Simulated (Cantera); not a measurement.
An isothermal plug-flow reactor at 1100 K and 190000 Pa (inlet), inlet velocity 0.11 m/s, active area per volume 420 1/m; feed CH4 : O2 : N2 : H2O = 0.0027 : 0.091 : 0.79 : 0.053 (molar parts), equivalence ratio 0.059.

Model: Deutschmann's 1995 Pt surface mechanism with GRI-Mech 3.0 gas chemistry, integrated in Cantera. Catalytic surfaces can have several steady states; this one follows from the mechanism file's or the stated starting coverage. Mass transfer to the wall is taken as infinitely fast.

### Question
Predict: x(CH4) at z = 0.0086 m; x(O2) at z = 0.0086 m; x(H2O) at z = 0.0086 m; x(CO2) at z = 0.0086 m; x(CO) at z = 0.0086 m; θ(free Pt) at the exit; θ(O*) at the exit; θ(OH*) at the exit.

### Answer
* **x(CH4) at z = 0.0086 m**: 6.45e-6
* **x(O2) at z = 0.0086 m**: 0.0915
* **x(H2O) at z = 0.0086 m**: 0.0623
* **x(CO2) at z = 0.0086 m**: 0.00283
* **x(CO) at z = 0.0086 m**: 8.35e-8
* **θ(free Pt) at the exit**: 0.271
* **θ(O*) at the exit**: 0.724
* **θ(OH*) at the exit**: 0.00498
